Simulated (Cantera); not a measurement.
# Gas-phase reforming

An isothermal, constant-pressure homogeneous reactor starts with 25.8 % CH₄, 22.7 % CO₂, 51.5 % H₂, at 2075 K and 1.68 atm.

Model: GRI-Mech 3.0 (53 species, 325 reactions), integrated in Cantera.

```csv
t (s),x CH₄,x CO₂,x H₂,x C₂H₄,x CH₂
0.000700,0.0244,0.0175,0.543,0.000495,5.53e-6
0.00206,0.0129,0.00966,0.567,0.000365,3.52e-6
0.00609,0.00932,0.00720,0.603,0.000271,2.24e-6
0.0179,0.00566,0.00399,0.641,0.000167,1.15e-6
0.0529,0.00283,0.00149,0.667,9.27e-5,5.08e-7
0.156,0.00136,0.000286,0.679,5.89e-5,2.28e-7
0.460,0.000955,8.68e-6,0.682,5.14e-5,1.56e-7
1.36,0.000942,8.25e-7,0.682,5.12e-5,1.54e-7
4.00,0.000942,8.24e-7,0.682,5.12e-5,1.54e-7
```
x: mole fraction; the columns are a selection and need not sum to one.

Equilibrium at this temperature and pressure: CH₄ 0.000942, CO₂ 8.33e-7, H₂ 0.682, C₂H₄ 5.12e-5, CH₂ 1.54e-7 (gas phase only).
